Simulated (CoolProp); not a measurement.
Values from CoolProp's reference Helmholtz-energy equation of state, Lemmon 2006. It is a short technical equation, of lower accuracy than the large ones.

Question: Give the vapour pressure (MPa), enthalpy of vaporisation (kJ/kg), vapour Z, liquid viscosity (µPa s) of saturated toluene at 441.3, 447.3 K.

Answer: 
```json
[
 {"T (K)": "441.3", "p (MPa)": "0.408", "enthalpy of vaporisation (kJ/kg)": "319", "vapour Z": "0.893", "liquid viscosity (µPa s)": "169"},
 {"T (K)": "447.3", "p (MPa)": "0.461", "enthalpy of vaporisation (kJ/kg)": "314", "vapour Z": "0.884", "liquid viscosity (µPa s)": "162"}
]
```

Viscosity comes from a separate model (Avgeri 2015).
